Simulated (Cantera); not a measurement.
Feed: 1 mol Si, 1.8 mol Cl2, 1.5 mol H2, equilibrated at 650 K and 75.0 Torr.

Equilibrium computed with Cantera from the NASA thermochemical tables; the gas is ideal and each condensed phase is pure. Candidate condensed phases: Si; 19 gas species. The numbers say what is thermodynamically allowed, not how fast it happens.

Problem. What is the equilibrium state?

Solution. 
```json
{
 "x(H2)": "0.600",
 "x(SiCl4)": "0.327",
 "x(SiHCl3)": "0.0719",
 "x(SiH2Cl2)": "0.000916",
 "x(HCl)": "0.000222",
 "x(SiCl3)": "4.89e-6",
 "x(SiH3Cl)": "2.39e-6",
 "n(Si(s))": "0.0567 mol",
 "gas_amount": "2.357 mol"
}
```
